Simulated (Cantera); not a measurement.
Gas mixture: 28.3 % H2O, 71.7 % NO, at 10.00 Torr, frozen composition.

Cantera's kinetic-theory transport with the Lennard-Jones parameters of GRI-Mech 3.0, ideal gas; thermal conductivity in the mixture-averaged form. Polar gases are described roughly by these parameters. The composition is frozen, though it would react at the higher temperatures.

D: mixture-averaged diffusion coefficient of that species in the mixture.

| T (K) | ρ (kg/m³) | cp (J/kg/K) | μ (µPa s) | λ (mW/m/K) | Pr | D (cm²/s) C2H2 | D (cm²/s) NH3 | D (cm²/s) H2O |
|---|---|---|---|---|---|---|---|---|
| 400 | 0.0107 | 1171 | 20.6 | 33.6 | 0.718 | 21.5 | 28.1 | 29.7 |
| 550 | 0.00776 | 1211 | 26.5 | 45.1 | 0.711 | 38.2 | 51.4 | 53.9 |
| 700 | 0.00610 | 1261 | 31.9 | 56.8 | 0.708 | 58.3 | 80.3 | 83.4 |
| 850 | 0.00502 | 1310 | (withheld) | (withheld) | 0.705 | (withheld) | (withheld) | (withheld) |
| 1000 | 0.00427 | 1355 | 41.5 | 80.0 | 0.703 | 108 | 153 | 156 |
| 1150 | 0.00371 | 1392 | (withheld) | (withheld) | 0.701 | (withheld) | (withheld) | (withheld) |

**Question.** What belongs in the gaps?

**Answer.** 
- 850, μ (µPa s): 36.8
- 850, λ (mW/m/K): 68.5
- 850, D (cm²/s) C2H2: 81.6
- 850, D (cm²/s) NH3: 114
- 850, D (cm²/s) H2O: 118
- 1150, μ (µPa s): 45.9
- 1150, λ (mW/m/K): 91.3
- 1150, D (cm²/s) C2H2: 137
- 1150, D (cm²/s) NH3: 195
- 1150, D (cm²/s) H2O: 199
